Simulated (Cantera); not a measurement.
## Equilibrium for roasting and sulfation: MgCO3 + SO3 + O2

Charge: 1 mol MgCO3, 2.4 mol SO3, 0.058 mol O2, equilibrated at 13.3 mbar.

Equilibrium computed with Cantera from the NASA thermochemical tables; the gas is ideal and each condensed phase is pure. Candidate condensed phases: C, Mg, MgCO3, MgO, MgS, MgSO4, S; 26 gas species. Rates play no part.

```
T (K)  x SO2     x SO3  x CO2    x O2      x CO  n MgSO4(s)  n MgO(s)
-----  -----  --------  -----  ------  --------  ----------  --------
748    0.126     0.408  0.381  0.0850    <1e-12        1.00         0
848    0.287     0.200  0.348   0.164  1.02e-12        1.00         0
948    0.388    0.0712  0.328   0.213  5.80e-11        1.00         0
1048   0.424    0.0248  0.321   0.231   1.67e-9        1.00         0
1148   0.506    0.0120  0.216   0.266   1.76e-8           0      1.00
1248   0.511   0.00541  0.215   0.268   1.86e-7           0      1.00
1348   0.513   0.00273  0.215   0.269   1.39e-6           0      1.00
1448   0.514   0.00152  0.215   0.270   7.82e-6           0      1.00
1548   0.515  0.000910  0.215   0.270   3.52e-5           0      1.00
1648   0.515  0.000581  0.215   0.270  0.000132           0      1.00
1748   0.515  0.000392  0.214   0.270  0.000422           0      1.00
1848   0.514  0.000275  0.213   0.270   0.00119           0     1.000
```
x: gas mole fraction; n: condensed amount in mol.

From 748 K to 1048 K the condensed part is MgSO4(s). From 1148 K to 1848 K the condensed part is MgO(s).
